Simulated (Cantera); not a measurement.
# Adiabatic ignition

An adiabatic, constant-pressure homogeneous reactor starts with CH₄ : CO : O₂ : N₂ : H₂O = 1 : 0.74 : 1.48 : 5.57 : 0.26 (molar parts), at 1400 K and 0.987 atm.

Cantera simulation using GRI-Mech 3.0 (53 species, 325 reactions); the numbers are that mechanism's predictions, not measurements.

| t (s) | T (K) | x CH₄ | x CO | x O₂ | x NO | x CH₂CO | x N₂O | x HCN |
|---|---|---|---|---|---|---|---|---|
| 3.00e-6 | 1400 | 0.110 | 0.0818 | 0.164 | <1e-12 | <1e-12 | <1e-12 | <1e-12 |
| 8.54e-6 | 1400 | 0.110 | 0.0818 | 0.164 | <1e-12 | 1.69e-12 | <1e-12 | <1e-12 |
| 2.43e-5 | 1400 | 0.110 | 0.0818 | 0.164 | <1e-12 | 1.53e-11 | <1e-12 | <1e-12 |
| 6.93e-5 | 1400 | 0.110 | 0.0818 | 0.164 | <1e-12 | 1.45e-10 | 3.81e-12 | <1e-12 |
| 0.000197 | 1400 | 0.110 | 0.0818 | 0.164 | <1e-12 | 1.47e-9 | 1.61e-11 | <1e-12 |
| 0.000562 | 1400 | 0.110 | 0.0817 | 0.163 | <1e-12 | 1.55e-8 | 6.36e-11 | <1e-12 |
| 0.00160 | 1403 | 0.110 | 0.0817 | 0.163 | <1e-12 | 2.09e-7 | 3.62e-10 | <1e-12 |
| 0.00456 | 1443 | 0.102 | 0.0826 | 0.158 | 3.89e-12 | 2.39e-5 | 4.98e-9 | <1e-12 |
| 0.0130 | 2635 | <1e-12 | 0.127 | 0.000943 | 0.00149 | <1e-12 | 7.57e-8 | 1.62e-8 |
| 0.0370 | 2634 | <1e-12 | 0.127 | 0.000935 | 0.00164 | <1e-12 | 7.82e-8 | 1.77e-8 |
| 0.105 | 2634 | <1e-12 | 0.127 | 0.000935 | 0.00164 | <1e-12 | 7.82e-8 | 1.77e-8 |
| 0.300 | 2634 | <1e-12 | 0.127 | 0.000935 | 0.00164 | <1e-12 | 7.82e-8 | 1.77e-8 |
x: mole fraction; the columns are a selection and need not sum to one.

- time of steepest temperature rise = 5.59 ms
- temperature at 0.300 s = 2634 K
- equilibrium temperature = 2634 K
- x(CH₄) at 0.300 s = <1e-12 (gas-phase equilibrium <1e-12)
- x(CO) at 0.300 s = 0.127 (gas-phase equilibrium 0.127)
- x(O₂) at 0.300 s = 0.000935 (gas-phase equilibrium 0.000935)
